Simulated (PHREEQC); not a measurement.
## Buffer

A solution holds 0.24 mol HF, 6e-05 mol Na2B4O7 and 0.011 mol NaCl per kg of water, at 75 °C. Closed to the air; pH follows from the charge balance.

Model: ion-association model, phreeqc.dat, run in PHREEQC.

| Quantity | Result |
|---|---|
| pH | 1.97 |
| ionic strength | 0.0233 mol/kgw |
| total alkalinity | -240 meq/kg |

```tsv
species	molality	activity	log γ
HF	0.221	0.222	0.002
H+	0.0122	0.0107	-0.059
Na+	0.0111	0.00945	-0.069
Cl-	0.0110	0.00932	-0.072
F-	0.00616	0.00521	-0.073
HF2-	0.00591	0.00502	-0.071
BF4-	0.000239	0.000203	-0.071
NaF	2.82e-5	2.84e-5	0.002
BF3OH-	1.11e-6	9.43e-7	-0.071
BF2(OH)2-	3.97e-8	3.37e-8	-0.071
```

No solid was allowed to form. Species that the database lacks are ignored. Away from 25 °C the constants follow the database's enthalpies or fits; those with neither stay at their 25 °C values. Real BF4- forms and hydrolyses slowly; the run takes it at equilibrium.
